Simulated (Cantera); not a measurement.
An isothermal, constant-pressure homogeneous reactor starts with NH3 : H2 = 1 : 1.2 (molar parts), at 2075 K and 58000 Pa. Integrator tolerance rtol = 1e-08.

Model: the gas-phase N/H chemistry of the illustrative SiF4/NH3 mechanism in the Surface Chemkin manual (1991), integrated in Cantera. Walls and surfaces, which speed up NH3 decomposition in real reactors, are not modelled.

Q: What does this change do: temperature 2075 to 1425 K?

A: 
| quantity | before | after |
|---|---|---|
| x(NH3) at 300 s | 3.14e-6 (gas-phase equilibrium 3.14e-6) | 0.307 (gas-phase equilibrium 1.37e-5) |
| x(H2) at 300 s | 0.841 (gas-phase equilibrium 0.841) | 0.643 (gas-phase equilibrium 0.844) |
| x(N2) at 300 s | 0.156 (gas-phase equilibrium 0.156) | 0.0509 (gas-phase equilibrium 0.156) |
| x(N2H2) at 300 s | <1e-12 (gas-phase equilibrium <1e-12) | 1.17e-8 (gas-phase equilibrium <1e-12) |
| x(H) at 300 s | 0.00323 (gas-phase equilibrium 0.00323) | 6.53e-6 (gas-phase equilibrium 8.28e-6) |
| x(NH2) at 300 s | 3.60e-8 (gas-phase equilibrium 3.60e-8) | 6.44e-6 (gas-phase equilibrium 2.79e-10) |
| x(N2H4) at 300 s | <1e-12 (gas-phase equilibrium <1e-12) | 8.65e-9 (gas-phase equilibrium <1e-12) |
